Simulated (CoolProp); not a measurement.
Properties of R407C along the isobar 599 kPa.

Values from CoolProp's reference Helmholtz-energy equation of state, Lemmon 2003. It is a pseudo-pure fit of the blend.

| T (K) | phase | density (kg/m³) | cv (kJ/(kg K)) | expansivity (1/kK) | fugacity coefficient |
|---|---|---|---|---|---|
| 307.2 | gas | 22.23 | 0.7877 | 4.578 | 0.9166 |
| 318.3 | gas | 21.17 | 0.7959 | 4.205 | 0.9268 |
| 329.3 | gas | 20.25 | 0.8066 | 3.909 | 0.9354 |
| 340.4 | gas | 19.41 | 0.8190 | 3.664 | 0.9427 |
| 351.5 | gas | 18.66 | 0.8326 | 3.456 | 0.9490 |
| 362.6 | gas | 17.98 | 0.8469 | 3.278 | 0.9544 |
| 373.7 | gas | 17.35 | 0.8617 | 3.123 | 0.9591 |
| 384.7 | gas | 16.78 | 0.8767 | 2.987 | 0.9632 |
| 395.8 | gas | 16.24 | [?] | 2.864 | 0.9669 |
| 406.9 | gas | 15.74 | 0.9074 | 2.753 | [?] |
| 418 | gas | 15.28 | [?] | 2.653 | 0.9729 |

Task: Fill in the missing entries.

Result: 
- 395.8, cv (kJ/(kg K)): 0.8920
- 406.9, fugacity coefficient: 0.9701
- 418, cv (kJ/(kg K)): 0.9229
